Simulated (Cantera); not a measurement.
What does this Cantera script print?

```python
import numpy as np
import cantera as ct

gas_names = """
    H H2 Ti
""".split()
cond_names = """
    Ti(a) Ti(b) Ti(L)
""".split()


# ... load() reads the species with a 1 bar reference pressure and builds the phases ...
atoms = {
    'Ti': {'Ti': 1},
    'H2': {'H': 2},
}
top_T = {}  # K; cautious upper limits of use, not melting points


# ... equilibrate(T, P, feed) seeds the gas with the atoms and calls Mixture.equilibrate('TP', solver="vcs", rtol=1e-11, max_steps=5000) ...
results = []
feed = {'Ti': 1, 'H2': 30}  # mol
P = 13332.2  # Pa
for T in [1250, 1325, 1400, 1475, 1550, 1625, 1700, 1775, 1850, 1925, 2000, 2075]:
    mix = equilibrate(T, P, feed)
    results.append((T, P, feed, dict(zip(mix.species_names, mix.species_moles))))

top = {s: max(r[3][s] / sum(r[3][g] for g in gas_names) for r in results) for s in gas_names}
cols = sorted((s for s in top if top[s] > 1e-06), key=lambda s: -top[s])[:8]
seen = [c for c in cond_names if any(r[3].get(c, 0) > 1e-12 for r in results)]
print("log10 of partial pressures in bar; condensed amounts in mol")
print(f"{'T/K':>10s}" + "".join(f"{s[:9]:>10s}" for s in cols + seen))
for T, P, feed, n in results:
    ng = sum(n[g] for g in gas_names)
    print(f"{T:10.4g}" + "".join(f"{np.log10(max(n[s] / ng * P / 1e5, 1e-99)):10.3f}" for s in cols)
          + "".join(f"{n.get(c, 0):10.4g}" for c in seen))
```

It prints:

```
log10 of partial pressures in bar; condensed amounts in mol
       T/K        H2         H        Ti     Ti(b)     Ti(L)
      1250    -0.875    -6.753   -12.177         1         0
      1325    -0.875    -6.224   -11.086         1         0
      1400    -0.875    -5.751   -10.112         1         0
      1475    -0.875    -5.325    -9.239         1         0
      1550    -0.875    -4.939    -8.452         1         0
      1625    -0.875    -4.589    -7.739         1         0
      1700    -0.875    -4.269    -7.090         1         0
      1775    -0.875    -3.976    -6.497    0.9999         0
      1850    -0.876    -3.707    -5.953    0.9997         0
      1925    -0.876    -3.458    -5.453    0.9992         0
      2000    -0.877    -3.227    -5.003         0    0.9978
      2075    -0.878    -3.014    -4.590         0    0.9942
```

Method: chemical equilibrium by Gibbs-energy minimisation in Cantera with the NASA 1993 tables (ideal gas, pure condensed phases).
